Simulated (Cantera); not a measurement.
An isothermal, constant-pressure homogeneous reactor starts with C₂H₄ : H₂ = 1 : 70 (molar parts), at 1623 K and 0.00326 atm. Integrator tolerance rtol = 1e-08.

Cantera simulation using GRI-Mech 3.0 (53 species, 325 reactions); the numbers are that mechanism's predictions, not measurements. GRI-Mech 3.0 was tuned for natural gas; its chemistry of ethylene as a main component is partial and can be far from experiment. GRI-Mech 3.0 stops at C3 and has no aromatics, soot or wall deposition, so with more carbon than oxygen in the feed, carbon stays in small species such as C2H2 where larger ones or solid carbon would form. Radical loss at walls, strong at low pressure, is not modelled.

Question: What does this change do: temperature 1623 to 1975 K?

Answer: 
```
quantity                                              before                                    after
-----------------  -----------------------------------------  ---------------------------------------
x(C₂H₄) at 40.0 s    4.13e-6 (gas-phase equilibrium 4.07e-6)  3.38e-7 (gas-phase equilibrium 3.36e-7)
x(H₂) at 40.0 s          0.985 (gas-phase equilibrium 0.985)      0.963 (gas-phase equilibrium 0.963)
x(CH₂) at 40.0 s    7.74e-11 (gas-phase equilibrium 2.73e-9)  9.79e-8 (gas-phase equilibrium 9.75e-8)
x(C₂H₆) at 40.0 s  2.01e-11 (gas-phase equilibrium 4.80e-11)    <1e-12 (gas-phase equilibrium <1e-12)
x(CH₄) at 40.0 s     3.06e-6 (gas-phase equilibrium 9.44e-5)  6.58e-6 (gas-phase equilibrium 6.47e-6)
x(H) at 40.0 s       0.00111 (gas-phase equilibrium 0.00120)    0.0234 (gas-phase equilibrium 0.0235)
x(CH₃) at 40.0 s     6.98e-8 (gas-phase equilibrium 2.34e-6)  3.16e-6 (gas-phase equilibrium 3.13e-6)
```

Question: What does this change do: C2H4 1 to 2.5 parts?

Answer: 
```
quantity                                              before                                      after
-----------------  -----------------------------------------  -----------------------------------------
x(C₂H₄) at 40.0 s    4.13e-6 (gas-phase equilibrium 4.07e-6)    9.60e-6 (gas-phase equilibrium 9.58e-6)
x(H₂) at 40.0 s          0.985 (gas-phase equilibrium 0.985)        0.965 (gas-phase equilibrium 0.965)
x(CH₂) at 40.0 s    7.74e-11 (gas-phase equilibrium 2.73e-9)   3.02e-10 (gas-phase equilibrium 4.19e-9)
x(C₂H₆) at 40.0 s  2.01e-11 (gas-phase equilibrium 4.80e-11)  4.58e-11 (gas-phase equilibrium 1.11e-10)
x(CH₄) at 40.0 s     3.06e-6 (gas-phase equilibrium 9.44e-5)   1.00e-5 (gas-phase equilibrium 0.000142)
x(H) at 40.0 s       0.00111 (gas-phase equilibrium 0.00120)    0.00119 (gas-phase equilibrium 0.00119)
x(CH₃) at 40.0 s     6.98e-8 (gas-phase equilibrium 2.34e-6)    2.51e-7 (gas-phase equilibrium 3.56e-6)
```
